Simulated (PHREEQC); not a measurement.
Dissolve 0.0045 mol/kgw Cu(BF4)2, 0.0074 mol/kgw H2SO4 and 0.00066 mol/kgw H3BO3 at 20 °C. Closed to the air; pH follows from the charge balance.

Computed with PHREEQC (ion-association model, phreeqc.dat).

```csv
quantity,before,after
pH,1.99,2.01
ionic strength (mol/kgw),0.0266,0.0259
SO4-2 (mol/kgw),0.00413,0.00386
HSO4- (mol/kgw),0.00237,0.00264
H3BO3 (mol/kgw),0.00183,0.00203
H2BO3- (mol/kgw),1.09e-10,1.52e-10
```

Q: What was changed between the two runs?
A) temperature from 20 to 90 °C
B) temperature from 20 to 30 °C
C) diluted 2-fold with water
D) Cu(BF4)2 left out
E) Cu(BF4)2 from 0.0045 to 0.0225 mol/kgw

A: B, temperature from 20 to 30 °C

This is a speciation only: nothing precipitates in the calculation. Real BF4- forms and hydrolyses slowly; the run takes it at equilibrium.
